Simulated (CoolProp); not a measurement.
Hexamethyldisiloxane (MM) at several states: density (kg/m³) from the reference equation and from simpler models built on Tc = 245.6 °C, pc = 19.31 bar, ω = 0.418; each cubic takes its own stable root.

Model: reference Helmholtz-energy equation of state, Thol 2016, in CoolProp.

| T (°C) | p (bar) | phase | reference |
|---|---|---|---|
| 305.45 | 62.7 | supercritical | 406.2 |
| 70.25 | 1.06 | liquid | 710.4 |
| 190.25 | 2.23 | gas | 10.04 |
| 100.05 | 50.8 | liquid | 689.6 |

How far does each simpler model (van der Waals, Redlich-Kwong, Soave-Redlich-Kwong, Peng-Robinson) lie from the reference over these 4 states: mean and median of the absolute difference, and the worst?


- van der Waals: mean 38.4 %, median 26.4 %, worst -99.1 % at 70.25 °C and 1.06 bar
- Redlich-Kwong: mean 6.6 %, median 6.8 %, worst -12.0 % at 70.25 °C and 1.06 bar
- Soave-Redlich-Kwong: mean 5.8 %, median 5.9 %, worst -11.0 % at 305.45 °C and 62.7 bar
- Peng-Robinson: mean 3.9 %, median 4.3 %, worst +6.6 % at 100.05 °C and 50.8 bar

At some of these states van der Waals gives the other phase, because its saturation line lies elsewhere.
